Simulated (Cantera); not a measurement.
A Cantera script and what it prints.

```python
import numpy as np
import cantera as ct

gas_names = """
    CL CL2 H HCL H2 Si SiCL SiCL2 SiCL3 SiCL4 SiH SiHCL3 SiH2 SiH2CL2 SiH3 SiH3CL SiH4 Si2 Si3
""".split()
cond_names = """
    Si(cr) Si(L)
""".split()


# ... load() reads the species with a 1 bar reference pressure and builds the phases ...
atoms = {
    'SiCl4': {'Si': 1, 'CL': 4},
    'HCl': {'H': 1, 'CL': 1},
    'H2': {'H': 2},
}
top_T = {}  # K; cautious upper limits of use, not melting points


# ... equilibrate(T, P, feed) seeds the gas with the atoms and calls Mixture.equilibrate('TP', solver="vcs", rtol=1e-11, max_steps=5000) ...
results = []
feed = {'SiCl4': 1, 'HCl': 4.7, 'H2': 2.9}  # mol
T = 1425  # K
P = 101325  # Pa
mix = equilibrate(T, P, feed)
results.append((T, P, feed, dict(zip(mix.species_names, mix.species_moles))))
x = sorted(zip(gas.X, gas.species_names), reverse=True)
print(f"T = {T:g} K  P = {P:g} Pa  gas = {mix.phase_moles(0):.4g} mol")
print("   x: " + "  ".join(f"{s} {v:.3e}" for v, s in x if v > 0.0001))
print("   condensed (mol): " + ("  ".join(f"{mix.phase(i).name} {mix.phase_moles(i):.4g}"
      for i in range(1, mix.n_phases) if mix.phase_moles(i) > 1e-12) or "none"))
```

Output:

```
T = 1425 K  P = 101325 Pa  gas = 8.641 mol
   x: HCL 5.582e-01  H2 3.260e-01  SiCL4 1.030e-01  SiCL3 6.420e-03  SiHCL3 4.707e-03  SiCL2 1.574e-03
   condensed (mol): none
```

Equilibrium computed with Cantera from the NASA thermochemical tables; the gas is ideal and each condensed phase is pure. The tables' values for SiCl3 are old estimates; treat these amounts as uncertain.
